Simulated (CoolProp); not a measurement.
Model: reference Helmholtz-energy equation of state, Bücker 2006, in CoolProp.

Q: Give the vapour pressure (bar), vapour density (kg/m³), enthalpy of vaporisation (kJ/kg), vapour viscosity (µPa s) of saturated isobutane at 223.9 K.

A: 
```csv
T (K),p (bar),vapour density (kg/m³),enthalpy of vaporisation (kJ/kg),vapour viscosity (µPa s)
223.9,0.175,0.553,396,5.67
```

Viscosity comes from a separate model (Vogel 2000).
